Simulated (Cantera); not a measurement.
**Aluminium and copper etching: Cu + HF + H2**

Charge: 1 mol Cu, 1.9 mol HF, 8.7 mol H2, at 0.100 bar.

Cantera equilibrium calculation (NASA polynomials, part measured and part estimated; ideal gas, pure solids and liquids). Candidate condensed phases: Cu, CuF2; 15 gas species. Equilibrium is a limit: real reactors are often held back by kinetics, nucleation or transport.

| T (K) | log p H2 | log p HF | log p Cu | log p H | log p CuF | log p H2F2 | log p Cu2 | n Cu(s) | n Cu(l) |
|---|---|---|---|---|---|---|---|---|---|
| 648 | -1.09 | -1.75 | <-13 | <-13 | <-13 | -7.06 | <-13 | 1.00 | 0 |
| 748 | -1.09 | -1.75 | <-13 | <-13 | <-13 | -7.38 | <-13 | 1.00 | 0 |
| 848 | -1.09 | -1.75 | <-13 | -11.26 | -12.89 | -7.62 | <-13 | 1.00 | 0 |
| 948 | -1.09 | -1.75 | -11.76 | -9.82 | -11.22 | -7.81 | <-13 | 1.00 | 0 |
| 1048 | -1.09 | -1.75 | -10.01 | -8.65 | -9.87 | -7.97 | <-13 | 1.00 | 0 |
| 1148 | -1.09 | -1.75 | -8.57 | -7.69 | -8.76 | -8.09 | <-13 | 1.00 | 0 |
| 1248 | -1.09 | -1.75 | -7.36 | -6.87 | -7.83 | -8.19 | -11.67 | 1.000 | 0 |
| 1348 | -1.09 | -1.75 | -6.33 | -6.18 | -7.04 | -8.28 | -10.22 | 1.000 | 0 |
| 1448 | -1.09 | -1.75 | -5.48 | -5.58 | -6.40 | -8.35 | -9.04 | 0 | 1.000 |
| 1548 | -1.09 | -1.75 | -4.75 | -5.05 | -5.84 | -8.41 | -8.02 | 0 | 0.998 |
log p: log10 of the partial pressure in bar; n: condensed amount in mol.

From 648 K to 1348 K the condensed part is Cu(s). From 1448 K to 1548 K the condensed part is Cu(l).
